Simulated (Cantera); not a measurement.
An isothermal plug-flow reactor at 1223 K and 51000 Pa (inlet), inlet velocity 1 m/s, active area per volume 140 1/m; feed 1.54 % CH₄, 0.679 % O₂, 92.5 % N₂, 5.24 % H₂O, equivalence ratio 4.5.

Computed with Cantera and Deutschmann's 1995 Pt surface mechanism with GRI-Mech 3.0 gas chemistry. Catalytic surfaces can have several steady states; this one follows from the mechanism file's or the stated starting coverage. Mass transfer to the wall is taken as infinitely fast.

One state of this run: x CH₄ = 0.00243; x O₂ = 3.81e-5; x H₂O = 0.0518; x CO₂ = 0.000222; x CO = 0.0125; θ free Pt = 0.967; θ H* = 0.00382; θ CO* = 0.0206; θ C* = 0.00843. x: gas mole fraction; θ: surface coverage.

**Question.** Which value of z (m) does it belong to?
(A) 0.0016
(B) 0.0044
(C) 0.057
(D) 0.012

**Answer.** B, 0.0044
